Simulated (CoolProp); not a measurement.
Hydrogen chloride along the isotherm 266.8 K: Z from the reference equation and from simpler models built on Tc = 324.7 K, pc = 83.14 bar, ω = 0.130; each cubic takes its own stable root.

Model: reference Helmholtz-energy equation of state, Thol 2018, in CoolProp.

```
p (bar)   phase  reference  van der Waals  Redlich-Kwong  Soave-Redlich-Kwong  Peng-Robinson
-------  ------  ---------  -------------  -------------  -------------------  -------------
5.2         gas     0.9547              …         0.9618               0.9606         0.9578
10.4        gas     0.9053         0.9373         0.9210               0.9184         0.9128
15.6        gas     0.8506         0.9028              …               0.8726         0.8643
20.8        gas     0.7878         0.8654         0.8285               0.8219         0.8109
26       liquid    0.04478              …        0.05407              0.05278        0.04653
31.2     liquid          …         0.7777              …              0.06311              …
36.4     liquid    0.06239         0.1062        0.07506              0.07337        0.06473
41.6     liquid    0.07114         0.1205        0.08545              0.08356              …
```

Problem. What belongs in the gaps?

Solution. 
- 5.2, van der Waals: 0.9696
- 15.6, Redlich-Kwong: 0.8769
- 26, van der Waals: 0.8242
- 31.2, reference: 0.05361
- 31.2, Redlich-Kwong: 0.06460
- 31.2, Peng-Robinson: 0.05565
- 41.6, Peng-Robinson: 0.07375

At some of these states van der Waals gives the other phase, because its saturation line lies elsewhere.
